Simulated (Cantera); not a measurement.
Input (Python, Cantera) and output of one run.

```python
import numpy as np
import cantera as ct

gas_names = """
    AL ALCL ALCL2 ALCL3 ALH AL2 AL2CL6 CL CL2 H HCL H2
""".split()
cond_names = """
    AL(cr) AL(L) ALCL3(s) ALCL3(L)
""".split()


# ... load() reads the species with a 1 bar reference pressure and builds the phases ...
atoms = {
    'Al': {'AL': 1},
    'HCl': {'H': 1, 'CL': 1},
    'H2': {'H': 2},
}
top_T = {}  # K; cautious upper limits of use, not melting points


# ... equilibrate(T, P, feed) seeds the gas with the atoms and calls Mixture.equilibrate('TP', solver="vcs", rtol=1e-11, max_steps=5000) ...
results = []
feed = {'Al': 1, 'HCl': 1.1, 'H2': 2.7}  # mol
T = 548  # K
P = 400  # Pa
mix = equilibrate(T, P, feed)
results.append((T, P, feed, dict(zip(mix.species_names, mix.species_moles))))
print(gas.report(threshold=1e-06))
for i in range(1, mix.n_phases):
    print(f"{mix.phase(i).name:16s} {mix.phase_moles(i):12.5e} mol")
```

Output:

```
       temperature   548 K
          pressure   400 Pa
           density   0.0013988 kg/m^3
  mean mol. weight   15.934 kg/kmol
   phase of matter   gas

                          1 kg             1 kmol
                     ---------------   ---------------
          enthalpy       -3.6159e+06       -5.7615e+07  J
   internal energy       -3.9018e+06       -6.2172e+07  J
           entropy             13762        2.1929e+05  J/K
    Gibbs function       -1.1158e+07       -1.7778e+08  J
 heat capacity c_p            2279.4             36320  J/K
 heat capacity c_v            1757.6             28006  J/K

                      mass frac. Y      mole frac. X     chem. pot. / RT
                     ---------------   ---------------   ---------------
             ALCL3           0.22139          0.026458           -176.66
            AL2CL6           0.66043          0.039463           -353.32
                H2           0.11818           0.93408           -21.842
     [   +9 minor]        8.0591e-07        1.5571e-07

AL(cr)            6.33333e-01 mol
ALCL3(L)          0.00000e+00 mol
```

Cantera equilibrium calculation (NASA polynomials, part measured and part estimated; ideal gas, pure solids and liquids).
